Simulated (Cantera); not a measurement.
Pyrogenic steam for wet oxidation

An isothermal, constant-pressure homogeneous reactor starts with H2 : O2 : N2 = 0.55 : 1 : 19 (molar parts), equivalence ratio 0.28, at 1075 K and 75.0 Torr.

Computed with Cantera and the H2/O2 subset of GRI-Mech 3.0, which has no nitrogen chemistry.

| t (s) | x H2 | x O2 | x H2O | x O | x H2O2 | x OH |
|---|---|---|---|---|---|---|
| 2.00e-6 | 0.0268 | 0.0487 | <1e-12 | <1e-12 | <1e-12 | <1e-12 |
| 1.26e-5 | 0.0268 | 0.0487 | <1e-12 | <1e-12 | <1e-12 | <1e-12 |
| 7.96e-5 | 0.0268 | 0.0487 | 6.54e-12 | 7.09e-12 | <1e-12 | 4.32e-12 |
| 0.000502 | 0.0268 | 0.0487 | 9.85e-10 | 2.95e-10 | <1e-12 | 1.32e-10 |
| 0.00317 | 0.0255 | 0.0481 | 0.000901 | 0.000196 | 1.60e-8 | 8.94e-5 |
| 0.0200 | 0.000225 | 0.0357 | 0.0267 | 0.000358 | 1.73e-7 | 0.000196 |
| 0.126 | 3.51e-6 | 0.0358 | 0.0271 | 5.27e-6 | 3.39e-8 | 2.19e-5 |
| 0.796 | 1.32e-7 | 0.0358 | 0.0271 | 2.77e-7 | 3.15e-9 | 5.06e-6 |
| 5.02 | 1.25e-8 | 0.0358 | 0.0271 | 3.06e-8 | 4.01e-10 | 1.68e-6 |
| 31.7 | 1.73e-9 | 0.0358 | 0.0271 | 4.43e-9 | 6.09e-11 | 6.37e-7 |
| 200 | 3.88e-10 | 0.0358 | 0.0271 | 9.76e-10 | 1.37e-11 | 2.98e-7 |
x: mole fraction; the columns are a selection and need not sum to one.

Equilibrium at this temperature and pressure: H2 3.20e-10, O2 0.0358, H2O 0.0271, O 7.89e-10, H2O2 1.12e-11, OH 2.68e-7 (gas phase only).
